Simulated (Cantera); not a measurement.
Dilute partial oxidation

An isothermal, constant-pressure homogeneous reactor starts with CH₄ : O₂ : N₂ : H₂ = 0.017 : 0.0067 : 1 : 0.0085 (molar parts), equivalence ratio 5.7, at 1350 K and 1000000 Pa.

Computed with Cantera and GRI-Mech 3.0 (53 species, 325 reactions).

```
t (s)       x CH₄      x O₂      x CO     x CH₂     x HO₂     x HCO      x NO
--------  -------  --------  --------  --------  --------  --------  --------
3.00e-5    0.0165   0.00649  1.05e-12    <1e-12   3.48e-8    <1e-12    <1e-12
0.000111   0.0165   0.00649  1.24e-10    <1e-12   1.54e-7    <1e-12    <1e-12
0.000412   0.0165   0.00648   1.52e-7  6.46e-11   8.85e-7  5.82e-11    <1e-12
0.00152    0.0163   0.00637   1.55e-5  1.24e-10   1.13e-6  8.18e-10  1.36e-12
0.00565    0.0156   0.00586  0.000213  2.19e-10   1.35e-6   2.15e-9  1.76e-11
0.0209     0.0130   0.00364   0.00145   1.03e-9   1.11e-6   2.57e-9  2.55e-10
0.0775     0.0102  0.000634   0.00353  7.62e-10   1.46e-7  2.53e-10  8.03e-10
0.287     0.00972   6.80e-5   0.00389  6.58e-11   8.16e-9  1.71e-11  5.10e-10
1.06      0.00936   8.16e-7   0.00389  5.23e-12  8.31e-11  8.24e-12  1.45e-10
3.94      0.00840    <1e-12   0.00377  4.48e-12    <1e-12  8.81e-12  1.85e-12
14.6      0.00662    <1e-12   0.00364  4.41e-12    <1e-12  1.05e-11    <1e-12
54.0      0.00597    <1e-12   0.00394  4.14e-12    <1e-12  1.27e-11    <1e-12
200       0.00600    <1e-12   0.00496  3.32e-12    <1e-12  1.66e-11    <1e-12
```
x: mole fraction; the columns are a selection and need not sum to one.

Equilibrium at this temperature and pressure: CH₄ 0.00154, O₂ <1e-12, CO 0.0127, CH₂ <1e-12, HO₂ <1e-12, HCO 5.74e-11, NO <1e-12 (gas phase only).
